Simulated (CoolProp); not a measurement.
Properties of n-heptane along the isobar 3.19 MPa.

Values from CoolProp's reference Helmholtz-energy equation of state, Span 2003. It is a short technical equation, of lower accuracy than the large ones.

| T (K) | phase | Z | cp (kJ/(kg K)) | cv (kJ/(kg K)) | speed of sound (m/s) | conductivity (mW/(m K)) |
|---|---|---|---|---|---|---|
| 333.9 | liquid | 0.1764 | 2.377 | 1.908 | 1010 | 113 |
| 363.3 | liquid | ___ | 2.505 | 2.023 | 898.1 | 106 |
| 392.7 | liquid | 0.1632 | 2.642 | ___ | 788.3 | 98.2 |
| 422.1 | liquid | 0.1597 | 2.788 | 2.256 | 678.9 | 91.2 |
| 451.5 | liquid | 0.1584 | 2.949 | 2.372 | 567.2 | 84.6 |
| 480.9 | liquid | 0.1602 | 3.144 | 2.486 | 450.0 | 78.3 |
| 510.2 | liquid | 0.1679 | 3.442 | 2.603 | 320.8 | 71.9 |
| 539.6 | liquid | 0.1986 | 4.543 | 2.744 | 160.8 | 64.5 |
| 569 | supercritical | 0.5192 | 4.154 | ___ | 120.9 | 56.5 |
| 598.4 | supercritical | ___ | 3.444 | 2.891 | 154.4 | 56.5 |

Task: Fill in the missing entries.

Result: 
- 363.3, Z: 0.1688
- 392.7, cv (kJ/(kg K)): 2.139
- 569, cv (kJ/(kg K)): 2.846
- 598.4, Z: 0.6579

Thermal conductivity comes from a separate model (Assael 2013).
